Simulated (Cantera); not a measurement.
Feed: 1 mol C2F6, 1 mol F2, 5.1 mol H2, held at 2900 K and 1.00 bar.

Cantera equilibrium calculation (NASA polynomials, part measured and part estimated; ideal gas, pure solids and liquids). Candidate condensed phases: C, C6H6, C7H8, C8H18; 95 gas species. The feed counts by its element totals alone. Rates play no part.

Base state: HF 0.861, H2 0.0969, H 0.0358, C2H2 (acetylene) 0.00446, F 0.00163, C2H 0.000244, CF 0.000152, C3 0.000103 (mole fractions); condensed: C(graphite).

Problem. What changes in the equilibrium state with this change: temperature from 2900 K to 2323 K?

Solution. 
```csv
species,before,after
HF,0.861,0.877
H2,0.0969,0.118
H,0.0358,0.00374
C2,1.03e-5,2.27e-9
C3,0.000103,2.55e-8
"C(graphite), mol",1.90,1.99
```

Problem. What changes in the equilibrium state with this change: F2 from 1 to 1.7 mol?

Solution. 
```tsv
species	before	after
HF	0.861	0.944
H2	0.0969	0.0306
H	0.0358	0.0201
CF2	2.67e-5	0.000102
C2H2 (vinylidene)	1.11e-5	3.50e-6
C4H2	8.57e-5	2.71e-5
C(graphite), mol	1.90	1.96
```
